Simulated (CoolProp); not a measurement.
Vapour pressure (MPa) of sulfur hexafluoride: the reference equation beside estimates from Tc = 318.7 K, pc = 3.755 MPa, ω = 0.210. Clausius-Clapeyron is anchored at 250 K with a constant enthalpy of vaporisation of 14.35 kJ/mol.

Model: reference Helmholtz-energy equation of state, Guder 2009, in CoolProp.

```tsv
T (K)	reference	Lee-Kesler	Clausius-Clapeyron	van der Waals	Redlich-Kwong	Soave-Redlich-Kwong	Peng-Robinson
245.7	0.5380	0.5474	0.5512	1.210	0.7052	0.5488	0.5430
250	0.6220	0.6323	0.6220	1.313	0.8013	0.6346	0.6274
254.4	0.7176	0.7287	0.7008	1.424	0.9087	0.7324	0.7236
258.8	0.8238	0.8355	0.7865	1.541	1.026	0.8408	0.8304
263.1	0.9383	0.9504	0.8770	1.662	1.149	0.9578	0.9458
267.5	1.067	1.080	0.9769	1.790	1.286	1.089	1.076
271.9	1.209	1.221	1.084	1.925	1.434	1.234	1.219
276.2	1.360	1.372	1.197	2.063	1.589	1.388	1.371
280.6	1.529	1.541	1.320	___	1.758	1.560	___
284.9	1.709	1.720	1.448	2.360	1.936	1.742	1.723
289.3	1.909	1.919	___	2.519	2.129	1.944	1.925
293.7	2.126	2.135	1.737	2.685	2.334	2.163	2.143
298	2.355	2.364	___	2.854	2.548	2.393	2.374
302.4	2.609	2.617	2.056	3.033	2.779	2.646	2.629
```

Question: What belongs in the gaps?

Answer: 
- 280.6, van der Waals: 2.210
- 280.6, Peng-Robinson: 1.542
- 289.3, Clausius-Clapeyron: 1.588
- 298, Clausius-Clapeyron: 1.890

Absolute difference from the reference over all 14 rows, mean and median: Lee-Kesler 1.0 and 0.9 %, Clausius-Clapeyron 10.8 and 11.2 %, van der Waals 61.1 and 55.5 %, Redlich-Kwong 18.1 and 17.7 %, Soave-Redlich-Kwong 1.9 and 2.0 %, Peng-Robinson 0.8 and 0.8 %.
